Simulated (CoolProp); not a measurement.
R507A at 423.02 K and 0.282 MPa flows at 1.9 m/s in a round tube of 25 mm bore and 0.25 µm roughness, fully developed (64/Re and Nu = 3.66 if laminar; Colebrook and Gnielinski if turbulent). Each further row changes one setting.

Values from CoolProp's reference Helmholtz-energy equation of state, Lemmon 2003. It is a pseudo-pure fit of the blend.

```csv
case,Reynolds number,Darcy friction factor,pressure drop (Pa/m),heat-transfer coefficient (W/(m² K)),mass flow (kg/h)
as stated,22300,0.0252,14.6,54.5,27.0
velocity 3.8 m/s,44500,0.0215,49.8,94.2,53.9
diameter 50 mm,44500,0.0215,6.22,47.0,108
```

Viscosity comes from a separate model (Geller 2000). Thermal conductivity comes from a separate model (Geller 2001).
